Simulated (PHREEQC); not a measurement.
City or well water

Synthetic water in mmol/kgw, 25 °C, pH 6.98, pe 12.9: Na 1.54; K 1.7; Ca 1.01; Mg 0.807; Cl 3.52; S(6) 0.317; Alkalinity (meq/kgw) 2.8; Cd 0.0144.

Cl is adjusted to close the charge balance.
Valence states are taken as typed.

All values are PHREEQC results (ion-association model, wateq4f.dat), not measurements.

| Property | Value |
|---|---|
| ionic strength | 0.00877 mol/kgw |

```
species  molality  activity   log γ
-------  --------  --------  ------
Cl-       0.00347   0.00314  -0.043
HCO3-     0.00275   0.00250  -0.041
K+        0.00170   0.00154  -0.043
Na+       0.00154   0.00139  -0.042
Ca+2     0.000962  0.000659  -0.164
Mg+2     0.000767  0.000529  -0.162
CO2      0.000588  0.000589   0.001
SO4-2    0.000267  0.000182  -0.166
CaSO4     2.39e-5   2.39e-5   0.001
CaHCO3+   2.31e-5   2.10e-5  -0.040
MgSO4     2.25e-5   2.25e-5   0.001
MgHCO3+   1.71e-5   1.55e-5  -0.043
```

No solid was allowed to form. Examples of supersaturated solids here: Otavite. Others may be too. Complexes and solids missing from the database can't appear.
